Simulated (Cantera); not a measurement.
A closed system holds: 1 mol SiCl₄, 0.3 mol C₂H₄, 1800 mol H₂, equilibrated at 13300 Pa.

These are equilibrium values from Cantera (NASA tables, ideal gas, pure condensed phases), not measurements of a reactor. Candidate condensed phases: C, C₆H₆, C₇H₈, C₈H₁₈, Si, SiC; 109 gas species. Gases not in the tables: Si₂H₆ and higher silanes. The numbers say what is thermodynamically allowed, not how fast it happens.

Question: At 2373 K, list the 4 most abundant gas species with their mole fractions, and the condensed phases.

Answer: H₂ 0.960, H 0.0375, HCl 0.00211, Si 0.000461. Condensed: gas only.
